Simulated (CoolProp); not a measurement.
A closed Brayton cycle with carbon dioxide: compressor inlet 306.15 K and 9.4 MPa, high pressure 28.1 MPa, turbine inlet 945 K, compressor efficiency 0.89, turbine efficiency 0.85, recuperator effectiveness 0 (on enthalpy, no pinch check). Each further row changes one setting.

Model: reference Helmholtz-energy equation of state, Span 1996, in CoolProp.

| case | thermal efficiency (%) | net work (kJ/kg) | compressor to turbine work | compressor exit (K) | turbine exit (K) |
|---|---|---|---|---|---|
| as stated | 14.9 | 130 | 0.17 | 333.7 | 810.1 |
| turbine inlet 895 K | 14.9 | ___ | ___ | 333.7 | 764.6 |
| compressor inlet 316.15 K | 15.2 | 120 | ___ | 371.4 | 810.1 |
| high pressure 23.9 MPa | ___ | 114 | 0.16 | ___ | ___ |
| recuperator effectiveness 0.5 | ___ | 130 | 0.17 | 333.7 | 810.1 |

Question: What belongs in the gaps?

Answer: 
- turbine inlet 895 K, net work (kJ/kg): 121
- turbine inlet 895 K, compressor to turbine work: 0.18
- compressor inlet 316.15 K, compressor to turbine work: 0.23
- high pressure 23.9 MPa, thermal efficiency (%): 12.9
- high pressure 23.9 MPa, compressor exit (K): 328.7
- high pressure 23.9 MPa, turbine exit (K): 829.4
- recuperator effectiveness 0.5, thermal efficiency (%): 22.5
